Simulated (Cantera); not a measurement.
A Cantera script and its output.

```python
import numpy as np
import cantera as ct

gas = ct.Solution("gri30.yaml")
gas.TPX = 1325, 32000, {'CH4': 1, 'O2': 1.67, 'N2': 6.27}
reactor = ct.IdealGasReactor(gas, energy="on", clone=False)
net = ct.ReactorNet([reactor])
net.rtol, net.atol = 1e-08, 1e-16
show = ['CH4', 'O2', 'C2H', 'NO2', 'CH2O', 'C2H4', 'H']
times = np.geomspace(1e-06, 0.2, 13)

steps = ct.SolutionArray(gas, extra=["t"])
rows = []
print(f"{'t/s':>10s}{'T/K':>9s}{'P/Pa':>11s}" + "".join(f"{s:>11s}" for s in show))
for t in times:
    while net.time < t:
        t_next = net.step()
        steps.append(gas.state, t=t_next)
    rows.append([np.interp(t, steps.t, y) for y in (steps.T, steps.P, *steps(*show).X.T)])
    print(f"{t:10.3e}{rows[-1][0]:9.1f}{rows[-1][1]:11.4g}" + "".join(f"{x:11.3e}" for x in rows[-1][2:]))
rate = np.gradient(steps.T, steps.t)
print("integrator steps:", len(steps.t))
if steps.T.max() > steps.T[0] + 200:
    print(f"time of steepest temperature rise: {steps.t[rate.argmax()]:.4e} s")
gas.TPX = 1325, 32000, {'CH4': 1, 'O2': 1.67, 'N2': 6.27}
gas.equilibrate("UV")
print(f"equilibrium (UV): T = {gas.T:.1f} K  " + "  ".join(f"{s} {gas[s].X[0]:.3e}" for s in show))
```

Output:

```
       t/s      T/K       P/Pa        CH4         O2        C2H        NO2       CH2O       C2H4          H
 1.000e-06   1325.0    3.2e+04  1.119e-01  1.868e-01  6.551e-39  3.398e-30  9.003e-13  1.056e-19  1.603e-10
 2.765e-06   1325.0    3.2e+04  1.119e-01  1.868e-01  4.264e-36  2.782e-28  7.467e-12  5.330e-18  2.918e-10
 7.647e-06   1325.0    3.2e+04  1.119e-01  1.868e-01  1.524e-33  1.947e-26  6.198e-11  2.774e-16  3.652e-10
 2.115e-05   1325.0    3.2e+04  1.119e-01  1.868e-01  2.720e-31  7.953e-25  5.031e-10  1.193e-14  3.862e-10
 5.848e-05   1325.0    3.2e+04  1.119e-01  1.868e-01  4.617e-29  2.365e-23  4.043e-09  3.864e-13  4.356e-10
 1.617e-04   1325.0    3.2e+04  1.119e-01  1.868e-01  9.512e-27  7.251e-22  3.360e-08  1.076e-11  5.953e-10
 4.472e-04   1325.0    3.2e+04  1.119e-01  1.868e-01  2.819e-24  2.814e-20  3.201e-07  3.474e-10  1.258e-09
 1.237e-03   1325.0    3.2e+04  1.118e-01  1.868e-01  1.532e-21  1.370e-18  3.951e-06  1.756e-08  5.008e-09
 3.420e-03   1325.3  3.201e+04  1.117e-01  1.867e-01  1.329e-18  5.258e-17  5.016e-05  1.039e-06  2.213e-08
 9.457e-03   1329.5  3.211e+04  1.109e-01  1.862e-01  5.548e-16  3.472e-15  3.950e-04  2.306e-05  1.059e-07
 2.615e-02   2789.4  7.267e+04  1.170e-14  9.978e-03  1.512e-18  8.958e-07  7.139e-10  1.945e-22  1.799e-02
 7.232e-02   2789.2  7.267e+04  1.172e-14  9.961e-03  1.512e-18  9.032e-07  7.141e-10  1.948e-22  1.798e-02
 2.000e-01   2789.2  7.267e+04  1.172e-14  9.961e-03  1.512e-18  9.032e-07  7.141e-10  1.948e-22  1.798e-02
integrator steps: 2129
time of steepest temperature rise: 2.0743e-02 s
equilibrium (UV): T = 2789.2 K  CH4 1.497e-14  O2 9.961e-03  C2H 1.598e-18  NO2 9.032e-07  CH2O 7.141e-10  C2H4 2.104e-22  H 1.798e-02
```

Computed with Cantera and GRI-Mech 3.0 (53 species, 325 reactions).
